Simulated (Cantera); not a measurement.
A perfectly stirred reactor is fed with 1.89 % CH4, 98.1 % N2, at 13.5 Torr; it is held at 1725 K, and followed from long to short residence time.

Model: GRI-Mech 3.0 (53 species, 325 reactions), integrated in Cantera. GRI-Mech 3.0 stops at C3 and has no aromatics, soot or wall deposition, so with more carbon than oxygen in the feed, carbon stays in small species such as C2H2 where larger ones or solid carbon would form. Radical loss at walls, strong at low pressure, is not modelled.

x: mole fraction; the columns are a selection and need not sum to one.

| τ (s) | x CH4 | x HCN | x C2H | x CH3 | x CH2 | x H | x C2H2 |
|---|---|---|---|---|---|---|---|
| 2.3 | 0.00301 | 1.93e-5 | [?] | 0.000186 | 5.32e-7 | 7.36e-5 | 0.00763 |
| 0.65 | 0.00636 | 4.64e-6 | [?] | 0.000315 | 6.71e-7 | 4.83e-5 | 0.00582 |
| 0.19 | 0.0114 | 7.57e-7 | [?] | 0.000448 | 6.93e-7 | 2.48e-5 | 0.00304 |
| 0.054 | 0.0169 | 3.02e-8 | [?] | 0.000409 | 3.88e-7 | 5.86e-6 | 0.000470 |
| 0.016 | 0.0186 | 3.42e-10 | 3.07e-10 | 0.000165 | 6.98e-8 | 9.16e-7 | 9.77e-6 |
| 0.0045 | 0.0188 | 1.01e-11 | 2.43e-12 | 4.72e-5 | 7.49e-9 | 4.84e-7 | 7.42e-8 |
| 0.0013 | 0.0189 | <1e-12 | <1e-12 | 1.34e-5 | 8.82e-10 | 4.33e-7 | 5.15e-10 |

Q: What belongs in the gaps?

A: 
- 2.3, x C2H: 1.53e-7
- 0.65, x C2H: 9.85e-8
- 0.19, x C2H: 4.67e-8
- 0.054, x C2H: 7.70e-9
